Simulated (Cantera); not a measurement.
A closed system holds: 1 mol B₂H₆, 37 mol N₂, 61 mol H₂, equilibrated at 750 K and 27.0 Pa.

These are equilibrium values from Cantera (NASA tables, ideal gas, pure condensed phases), not measurements of a reactor. Candidate condensed phases: B, BN; 15 gas species. The feed counts by its element totals alone. N₂ is the only nitrogen source here; it is nearly inert below about 1500 K, so the nitride shown seldom forms there in practice. Rates play no part.

Base state: H₂ 0.640, N₂ 0.360 (mole fractions); condensed: BN(s).

### Question
What changes in the equilibrium state with this change: pressure from 27.0 Pa to 1.00 bar?

### Answer
| species | before | after |
|---|---|---|
| H₂ | 0.640 | 0.639 |
| N₂ | 0.360 | 0.360 |
| NH₃ | 4.24e-7 | 0.00156 |
| BN(s), mol | 2.00 | 2.00 |

### Question
What changes in the equilibrium state with this change: B₂H₆ replaced by B₂O₃?

### Answer
| species | before | after |
|---|---|---|
| H₂ | 0.640 | 0.622 |
| N₂ | 0.360 | 0.377 |
| H₂O | 0 | 0.000293 |
| BN(s), mol | 2.00 | 0.0191 |
| B₂O₃(l), mol | 0 | 0.990 |
Further candidate phases: B₂O₃, B₃O₃H₃, H₂O.

### Question
What changes in the equilibrium state with this change: temperature from 750 K to 1748.15 K?

### Answer
```json
[
 {"species": "H₂", "before": "0.640", "after": "0.631"},
 {"species": "N₂", "before": "0.360", "after": "0.358"},
 {"species": "H", "before": "<1e-9", "after": "0.0111"},
 {"species": "BN(s), mol", "before": "2.00", "after": "2.00"}
]
```
